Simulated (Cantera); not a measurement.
**Catalytic combustion on Pt**

An isothermal plug-flow reactor at 825 K and 0.550 bar (inlet), inlet velocity 0.1 m/s, active area per volume 160 1/m; feed CO : O2 : N2 = 0.032 : 0.2 : 0.79 (molar parts).

Computed with Cantera and Deutschmann's 1995 Pt surface mechanism with GRI-Mech 3.0 gas chemistry. Catalytic surfaces can have several steady states; this one follows from the mechanism file's or the stated starting coverage. Mass transfer to the wall is taken as infinitely fast.

| z (m) | x CO | x O2 | x H2O | x CO2 | θ free Pt | θ O* |
|---|---|---|---|---|---|---|
| 0.00035 | 0.00430 | 0.185 | <1e-12 | 0.0274 | 0.0609 | 0.938 |
| 0.00075 | 0.00219 | 0.184 | <1e-12 | 0.0296 | 0.0543 | 0.945 |
| 0.0016 | 0.000652 | 0.183 | <1e-12 | 0.0311 | 0.0508 | 0.949 |
| 0.0035 | 5.42e-5 | 0.183 | <1e-12 | 0.0318 | 0.0496 | 0.950 |
| 0.0075 | 3.15e-7 | 0.183 | <1e-12 | 0.0318 | 0.0495 | 0.951 |
| 0.016 | 5.64e-12 | 0.183 | <1e-12 | 0.0318 | 0.0495 | 0.951 |
| 0.035 | <1e-12 | 0.183 | <1e-12 | 0.0318 | 0.0495 | 0.951 |
x: gas mole fraction; θ: surface coverage.
